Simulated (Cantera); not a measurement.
Ignition delay

Mixture: 8.44 % CH4, 1.27 % C2H6, 0.633 % C3H8, 18.8 % O2, 70.8 % N2, equivalence ratio 1.3, at 68000 Pa, adiabatic and at constant pressure. Ignition delay is the time to a rise of 400 K.

Model: GRI-Mech 3.0 (53 species, 325 reactions), integrated in Cantera.

```csv
T0 (K),delay (ms)
1200,4.83
1250,2.53
1300,1.39
1350,0.793
1400,0.475
1450,0.298
1500,0.196
1550,0.134
1600,0.0952
1650,0.0700
```

```json
{
  "apparent activation energy between 1550 and 1650 K": "140 kJ/mol"
}
```
